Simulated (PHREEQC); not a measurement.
1 kg of water holding 0.0094 mol/kgw Na2SO4, 0.07 mol/kgw Na2CO3 and 0.028 mol/kgw NaCl is evaporated at 20 °C; the solids stay in contact with the brine. The system is closed to CO2. Solids allowed: Burkeite, Halite, Mirabilite, Nahcolite, Natron, Thenardite, Trona. Others were left out.

The numbers come from PHREEQC with the Pitzer model, pitzer.dat.

```tsv
water left (kg)	ionic strength	water activity	Natron (mol)	Halite (mol)	Burkeite (mol)	Cl in solution (mol/kgw)
1	0.264	0.996	0	0	0	0.0280
0.8219	0.321	0.995	0	0	0	0.0341
0.6755	0.391	0.994	0	0	0	0.0414
0.5552	0.477	?	0	0	0	0.0504
0.4563	0.580	0.991	0	0	0	0.0614
0.3751	0.706	0.989	0	0	0	0.0747
0.3083	0.860	0.987	0	0	0	?
0.2534	1.05	?	0	0	0	0.111
0.2082	1.27	0.981	0	0	0	0.134
0.1712	?	0.977	0	0	0	?
0.1407	1.89	0.972	0	0	0	0.199
0.1156	2.30	0.967	0	0	0	0.242
0.09505	2.80	0.960	0	0	0	0.295
0.07812	3.40	0.952	0	0	0	0.358
0.06421	4.14	0.942	0	0	0	0.436
0.05279	5.04	0.929	0	0	0	0.530
0.04339	6.13	0.913	0	0	0	0.645
0.03568	7.46	0.891	0	0	0	0.785
0.02934	9.07	0.861	0	0	0	?
0.02349	10.9	0.821	0.00347	0	0	1.19
0.01615	12.7	0.766	0.0204	0	0	1.73
0.01123	13.6	0.714	0.0282	0	0.00322	2.49
0.004923	14.5	0.686	0.0471	0.0150	0.00429	2.64
```

What belongs in the gaps?


- 0.5552, water activity: 0.992
- 0.3083, Cl in solution (mol/kgw): 0.0908
- 0.2534, water activity: 0.984
- 0.1712, ionic strength: 1.55
- 0.1712, Cl in solution (mol/kgw): 0.164
- 0.02934, Cl in solution (mol/kgw): 0.954
